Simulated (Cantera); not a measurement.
## Pyrogenic steam for wet oxidation

An isothermal, constant-pressure homogeneous reactor starts with 7.95 % H₂, 8.37 % O₂, 83.7 % N₂, equivalence ratio 0.47, at 1398 K and 308 Torr.

Detailed kinetics in Cantera: GRI-Mech 3.0 (53 species, 325 reactions). The temperature is held fixed by assumption; the heat of reaction is taken as removed at once.

```csv
t (s),x H₂,x O₂,x H₂O,x O,x H,x NO,x H₂O₂
0.000100,0.0333,0.0616,0.0327,0.00747,0.0230,2.24e-7,8.36e-7
0.000340,0.00545,0.0464,0.0681,0.00721,0.0124,1.25e-5,8.81e-7
0.00116,0.00113,0.0455,0.0803,0.00123,0.000951,1.60e-5,5.53e-7
0.00393,9.00e-5,0.0456,0.0825,9.51e-5,2.04e-5,1.62e-5,1.34e-7
0.0134,9.48e-6,0.0457,0.0827,1.05e-5,7.44e-7,1.61e-5,2.70e-8
0.0454,1.71e-6,0.0457,0.0828,1.98e-6,6.04e-8,1.62e-5,6.57e-9
0.154,4.76e-7,0.0457,0.0828,5.56e-7,9.08e-9,1.62e-5,2.10e-9
0.524,2.74e-7,0.0457,0.0828,3.17e-7,4.00e-9,1.62e-5,1.28e-9
1.78,2.67e-7,0.0457,0.0828,3.08e-7,3.84e-9,1.62e-5,1.25e-9
6.06,2.67e-7,0.0457,0.0828,3.08e-7,3.84e-9,1.62e-5,1.25e-9
20.6,2.67e-7,0.0457,0.0828,3.08e-7,3.84e-9,1.62e-5,1.25e-9
70.0,2.67e-7,0.0457,0.0828,3.08e-7,3.84e-9,1.62e-5,1.25e-9
```
x: mole fraction; the columns are a selection and need not sum to one.

Equilibrium at this temperature and pressure: H₂ 2.67e-7, O₂ 0.0456, H₂O 0.0828, O 3.08e-7, H 3.85e-9, NO 0.000353, H₂O₂ 1.25e-9 (gas phase only).
